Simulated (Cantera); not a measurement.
A perfectly stirred reactor is fed with 4.11 % N₂O, 0.0798 % H₂, 95.8 % N₂, at 100.0 Torr; it is held at 1250 K, and followed from long to short residence time.

Model: GRI-Mech 3.0 (53 species, 325 reactions), integrated in Cantera. GRI-Mech 3.0 was tuned for natural gas; its chemistry of N2O as a main component is partial and can be far from experiment. The mechanism lacks 2 NO + O2 → 2 NO2 and HONO, so NO2 and the effect of NO are under-described below about 1400 K.

x: mole fraction; the columns are a selection and need not sum to one.

| τ (s) | x N₂O | x H₂ | x O₂ | x H | x NO | x N₂ |
|---|---|---|---|---|---|---|
| 15 | 0.0103 | 2.69e-6 | 0.0131 | [?] | 0.00313 | 0.973 |
| 2.7 | 0.0260 | 1.23e-5 | 0.00622 | [?] | 0.00158 | 0.965 |
| 0.47 | 0.0367 | 5.22e-5 | 0.00155 | [?] | 0.000392 | 0.961 |
| 0.081 | 0.0398 | 0.000188 | 0.000282 | [?] | 7.47e-5 | 0.959 |
| 0.014 | 0.0407 | 0.000516 | 4.04e-5 | [?] | 1.70e-5 | 0.958 |
| 0.0025 | 0.0410 | 0.000768 | 4.75e-6 | [?] | 2.16e-6 | 0.958 |
| 0.00043 | 0.0411 | 0.000798 | 4.13e-7 | [?] | 1.37e-7 | 0.958 |

Question: Fill in the missing entries.

Answer: 
- 15, x H: 3.84e-8
- 2.7, x H: 6.59e-8
- 0.47, x H: 1.98e-7
- 0.081, x H: 7.93e-7
- 0.014, x H: 2.00e-6
- 0.0025, x H: 1.12e-6
- 0.00043, x H: 1.52e-7
